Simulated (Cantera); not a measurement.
**Ammonia decomposition in nitride growth gas**

An isothermal, constant-pressure homogeneous reactor starts with NH3 : H2 = 1 : 0.22 (molar parts), at 1575 K and 1.00 bar.

Cantera simulation using the gas-phase N/H chemistry of the illustrative SiF4/NH3 mechanism in the Surface Chemkin manual (1991); the numbers are that mechanism's predictions, not measurements. Walls and surfaces, which speed up NH3 decomposition in real reactors, are not modelled.

```csv
t (s),x NH3,x H2,x NH2,x NH,x H
7.00e-6,0.820,0.180,2.98e-7,2.19e-12,3.09e-8
1.90e-5,0.820,0.180,8.13e-7,2.20e-11,7.94e-8
5.15e-5,0.820,0.180,2.21e-6,1.86e-10,2.11e-7
0.000140,0.820,0.180,5.98e-6,1.43e-9,5.66e-7
0.000378,0.820,0.180,1.61e-5,1.04e-8,1.52e-6
0.00103,0.820,0.180,4.02e-5,6.42e-8,3.79e-6
0.00278,0.819,0.180,6.67e-5,1.73e-7,6.29e-6
0.00755,0.819,0.181,6.95e-5,1.88e-7,6.57e-6
0.0205,0.818,0.182,6.95e-5,1.88e-7,6.60e-6
0.0555,0.815,0.184,6.92e-5,1.87e-7,6.69e-6
0.150,0.806,0.190,6.87e-5,1.86e-7,6.93e-6
0.408,0.784,0.206,6.72e-5,1.84e-7,7.54e-6
1.11,0.731,0.245,6.34e-5,1.78e-7,9.09e-6
3.00,0.616,0.328,5.51e-5,1.62e-7,1.26e-5
```
x: mole fraction; the columns are a selection and need not sum to one.

Equilibrium at this temperature and pressure: NH3 1.60e-5, H2 0.775, NH2 1.77e-9, NH 6.67e-12, H 3.68e-5 (gas phase only).
